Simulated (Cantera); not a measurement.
**Reactions in the system H-N-O-Ta**

Cantera with NASA thermochemical tables; ideal gases at 1 bar, condensed phases pure. Values are per mole of reaction as written; species without (g) are pure solids or liquids, kept so even where they would boil at 1 bar.

2 NO(g) + Ta + 6 H(g) ⇌ TaO2(g) + 2 NH3(g)

```tsv
T (K)	ΔH° (kJ)	ΔS° (J/K)	ΔG° (kJ)	log10 K
2600	-1884.8	-609.1	-301.2	6.05
2650	-1886.0	-609.5	-270.8	5.34
2700	-1887.1	-609.9	-240.3	4.65
2750	-1888.2	-610.3	-209.8	3.98
2800	-1889.3	-610.7	-179.2	3.34
2850	-1890.4	-611.1	-148.7	2.73
2900	-1891.5	-611.5	-118.1	2.13
2950	-1892.6	-611.9	-87.6	1.55
3000	-1893.7	-612.3	-56.9	0.99
```
